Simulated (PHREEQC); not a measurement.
A solution holds 0.019 mol CuSO4 and 1.3 mol NaCl per kg of water, at 30 °C. It is in equilibrium with CO2 at log p = -2 (atm). Otherwise closed; pH follows from the charge balance.

Equilibrium calculation in PHREEQC: ion-association model, wateq4f.dat.

| quantity | before | after |
|---|---|---|
| pH | 4.76 | 4.81 |
| ionic strength (mol/kgw) | 1.34 | 1.33 |
| NaSO4- (mol/kgw) | 0.00944 | 0.00969 |
| SO4-2 (mol/kgw) | 0.00921 | 0.00907 |
| CO2 (mol/kgw) | 0.000220 | 0.000158 |
| HCO3- (mol/kgw) | 1.20e-5 | 1.08e-5 |
| SI of Mirabilite (Na2SO4:10H2O) | -2.27 | -2.95 |
| SI of Nahcolite (NaHCO3) | -4.64 | -4.82 |

Q: What was changed between the two runs?
A) NaCl replaced by NaOH at the same molality
B) temperature from 30 to 45 °C
C) 0.64 mol/kgw H3BO3 added
D) CuSO4 replaced by (NH4)2SO4 at the same molality
E) CuSO4 replaced by K2SO4 at the same molality

A: B, temperature from 30 to 45 °C

Precipitation was switched off in this run. The ionic strength passes 0.7 mol/kgw, the rough limit of the ion-association models, in every such run. Some of these states are supersaturated (in Atacamite, for instance). Constants without temperature data keep their 25 °C values here.
